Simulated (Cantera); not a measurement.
Cantera run, input and output.

```python
import numpy as np
import cantera as ct

surf = ct.Interface("ptcombust.yaml", "Pt_surf")
gas = surf.adjacent["gas"]
gas.TPX = 923, 310000, {'H2': 0.004, 'O2': 0.15, 'N2': 0.79, 'H2O': 0.015}
surf.TP = 923, 310000
reactor = ct.FlowReactor(gas, clone=False)
reactor.area = 0.0001  # m2
reactor.surface_area_to_volume_ratio = 170  # 1/m
reactor.mass_flow_rate = 4.8 * reactor.area * gas.density  # inlet velocity 4.8 m/s
reactor.energy_enabled = False
wall = ct.ReactorSurface(surf, reactor, clone=False)
net = ct.ReactorNet([reactor])
net.rtol, net.atol = 1e-8, 1e-16
show, cover = ['H2', 'O2', 'H2O'], ['PT(S)', 'H(S)', 'O(S)', 'OH(S)', 'CO(S)', 'C(S)']

rows = []
print(f"{'z/m':>9s}{'u/(m/s)':>9s}" + "".join(f"{s:>13s}" for s in show + cover))
for z in [3.3e-05, 5.9e-05, 0.0001, 0.00019, 0.00033, 0.00059, 0.001, 0.0019, 0.0033]:
    net.advance(z)
    rows.append([reactor.speed, *gas[show].X, *surf[cover].coverages])
    print(f"{z:9.4g}{rows[-1][0]:9.3g}" + "".join(f"{x:13.4e}" for x in rows[-1][1:]))
```

Output:

```
      z/m  u/(m/s)           H2           O2          H2O        PT(S)         H(S)         O(S)        OH(S)        CO(S)         C(S)
  3.3e-05      4.8   4.1540e-03   1.5641e-01   1.5658e-02   9.5535e-02   1.5639e-07   9.0033e-01   4.1291e-03  -1.6347e-29   3.4288e-31
  5.9e-05      4.8   4.1407e-03   1.5640e-01   1.5672e-02   9.5441e-02   1.5612e-07   9.0042e-01   4.1281e-03  -7.6201e-26  -1.6473e-28
   0.0001      4.8   4.1197e-03   1.5639e-01   1.5693e-02   9.5293e-02   1.5569e-07   9.0057e-01   4.1265e-03   4.6210e-25  -6.9014e-29
  0.00019      4.8   4.0743e-03   1.5637e-01   1.5739e-02   9.4972e-02   1.5476e-07   9.0090e-01   4.1231e-03  -7.6881e-27  -5.3877e-30
  0.00033      4.8   4.0049e-03   1.5634e-01   1.5809e-02   9.4484e-02   1.5336e-07   9.0139e-01   4.1178e-03  -4.9817e-26  -3.6634e-29
  0.00059      4.8   3.8800e-03   1.5629e-01   1.5935e-02   9.3613e-02   1.5087e-07   9.0227e-01   4.1084e-03   3.7701e-30   1.6640e-33
    0.001      4.8   3.6930e-03   1.5621e-01   1.6124e-02   9.2325e-02   1.4721e-07   9.0357e-01   4.0944e-03   3.3870e-30   1.7389e-34
   0.0019      4.8   3.3209e-03   1.5605e-01   1.6500e-02   8.9822e-02   1.4016e-07   9.0610e-01   4.0664e-03   2.3823e-30  -2.2526e-33
   0.0033      4.8   2.8296e-03   1.5585e-01   1.6996e-02   8.6638e-02   1.3135e-07   9.0932e-01   4.0296e-03  -1.4762e-29  -7.1835e-32
```

Detailed kinetics in Cantera: Deutschmann's 1995 Pt surface mechanism with GRI-Mech 3.0 gas chemistry. Catalytic surfaces can have several steady states; this one follows from the mechanism file's or the stated starting coverage. Mass transfer to the wall is taken as infinitely fast.
